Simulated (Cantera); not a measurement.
Mixture: CO : H2 : CH4 : O2 : N2 = 1 : 0.2 : 0.084 : 1.75 : 6.56 (molar parts), equivalence ratio 0.44, at 10.0 bar, adiabatic and at constant volume. Ignition delay is the time to a rise of 400 K.

Computed with Cantera and GRI-Mech 3.0 (53 species, 325 reactions). Below about 1000 K GRI-Mech 3.0 lacks low-temperature oxidation paths. Below about 950 K walls govern HO2 and H2O2 in real vessels. Where the delays flatten at high temperature, the 400 K rule measures the pace of heat release, not the induction time.

Q: Predict: delay at 875 K; delay at 1075 K; delay at 1275 K; delay at 1475 K; delay at 1675 K.

A: 
```
Quantity           Value
---------------  -------
delay at 875 K   0.210 s
delay at 1075 K  1.15 ms
delay at 1275 K  37.5 µs
delay at 1475 K  7.56 µs
delay at 1675 K  3.91 µs
```
